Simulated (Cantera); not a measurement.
Input: 1 mol Pb, 5 mol CO, 0.95 mol N2, equilibrated at 875 °C and 0.100 bar.

Equilibrium computed with Cantera from the NASA thermochemical tables; the gas is ideal and each condensed phase is pure. Candidate condensed phases: C, Pb, PbO, PbO2, Pb3O4; 27 gas species. Rates play no part.

Base state: CO 0.835, N2 0.160, CO2 0.00283, Pb 0.00280 (mole fractions); condensed: C(graphite) + Pb(l).

Q: What changes in the equilibrium state with this change: temperature from 875 °C to 827 °C?

A: 
| species | before | after |
|---|---|---|
| CO | 0.835 | 0.832 |
| N2 | 0.160 | 0.160 |
| CO2 | 0.00283 | 0.00611 |
| Pb | 0.00280 | 0.00121 |
| C(graphite), mol | 0.0169 | 0.0362 |
| Pb(l), mol | 0.983 | 0.993 |

Q: What changes in the equilibrium state with this change: 0.033 mol H2O added?

A: 
```tsv
species	before	after
CO	0.835	0.828
N2	0.160	0.158
CO2	0.00283	0.00546
H2	0	0.00546
Pb	0.00280	0.00280
H2O	0	4.25e-5
C(graphite), mol	0.0169	0
Pb(l), mol	0.983	0.983
```
Further candidate phases: C6H6, C7H8, C8H18, H2O.
